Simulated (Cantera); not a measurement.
A perfectly stirred reactor is fed with NH₃ : N₂ = 1 : 18 (molar parts), at 1.00 bar; it is held at 1598 K, and followed from long to short residence time.

Detailed kinetics in Cantera: the gas-phase N/H chemistry of the illustrative SiF4/NH3 mechanism in the Surface Chemkin manual (1991). Walls and surfaces, which speed up NH3 decomposition in real reactors, are not modelled.

x: mole fraction; the columns are a selection and need not sum to one.

| τ (s) | x NH₃ | x H | x H₂ | x N₂H₄ | x N₂H₂ |
|---|---|---|---|---|---|
| 16 | 0.0223 | 7.92e-6 | 0.0432 | 2.72e-9 | 7.59e-9 |
| 5.3 | 0.0324 | 5.26e-6 | 0.0288 | 5.66e-9 | 1.55e-8 |
| 1.7 | 0.0420 | 2.82e-6 | 0.0151 | 9.83e-9 | 2.59e-8 |
| 0.56 | 0.0481 | 1.27e-6 | 0.00644 | 1.41e-8 | 3.43e-8 |
| 0.18 | 0.0510 | … | … | … | 3.83e-8 |
| 0.060 | 0.0521 | 1.80e-7 | 0.000751 | 2.01e-8 | 3.78e-8 |
| 0.019 | 0.0525 | 5.94e-8 | 0.000207 | 1.80e-8 | 3.16e-8 |
| 0.0063 | 0.0526 | 1.92e-8 | 4.51e-5 | 1.04e-8 | 1.75e-8 |
| 0.0020 | 0.0526 | 6.83e-9 | 6.51e-6 | 2.16e-9 | 3.38e-9 |
| 0.00067 | 0.0526 | … | … | 2.60e-10 | 3.66e-10 |

**Question.** What belongs in the gaps?

**Answer.** 
- 0.18, x H: 4.91e-7
- 0.18, x H₂: 0.00228
- 0.18, x N₂H₄: 1.81e-8
- 0.00067, x H: 5.04e-9
- 0.00067, x H₂: 1.58e-6
